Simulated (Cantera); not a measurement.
Mixture: 29.6 % H2, 14.8 % O2, 55.6 % N2, equivalence ratio 1.0, at 10.0 bar, adiabatic and at constant pressure. Ignition delay is the time to a rise of 400 K.

Cantera simulation using GRI-Mech 3.0 (53 species, 325 reactions); the numbers are that mechanism's predictions, not measurements. The hydrogen kinetics of GRI-Mech 3.0 are dated; newer H2 mechanisms differ, most at raised pressure.

Q: At T0 = 1425 K, what is the delay, and which 8 reactions control it most (d ln τ / d ln k, from doubling and halving each rate constant)?

A: The delay is 2.04 µs.
```tsv
reaction	d ln τ / d ln k	faster rate
H + O2 <=> O + OH	-0.95	shortens it
H2 + O <=> H + OH	-0.17	shortens it
H + O2 + N2 <=> HO2 + N2	0.15	lengthens it
H + O2 + M <=> HO2 + M	0.14	lengthens it
H2 + OH <=> H + H2O	-0.10	shortens it
H + HO2 <=> H2 + O2	-0.05	shortens it
H + HO2 <=> 2 OH	-0.05	shortens it
H + O2 + O2 <=> HO2 + O2	0.03	lengthens it
```
